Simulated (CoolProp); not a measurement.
A simple Rankine cycle with cyclopropane: condensing at 294.15 K, boiler at 2.1 MPa, turbine inlet 472 K, turbine efficiency 0.6, pump efficiency 0.7, no recuperator. Each further row changes one setting.

Model: reference Helmholtz-energy equation of state, Polt 1992, in CoolProp. This equation is an older, rougher fit; its heat capacities, sound speeds and derivatives of the liquid may be far off and weren't checked against measurements.

| case | thermal efficiency (%) | net work (kJ/kg) | heat in (kJ/kg) | turbine exit temperature (K) | volume ratio over the turbine |
|---|---|---|---|---|---|
| as stated | 7.7 | 55.1 | 717 | 437.2 | 3.16 |
| condensing temperature 286.15 K | 8.9 | ? | 736 | ? | 3.94 |
| boiler pressure 1.47 MPa | ? | 40.2 | 725 | 448.4 | 2.21 |
| turbine efficiency 0.5 | 6.3 | 45.4 | 717 | 441.9 | 3.19 |

**Question.** What belongs in the gaps?

**Answer.** 
- condensing temperature 286.15 K, net work (kJ/kg): 65.7
- condensing temperature 286.15 K, turbine exit temperature (K): 431.0
- boiler pressure 1.47 MPa, thermal efficiency (%): 5.5
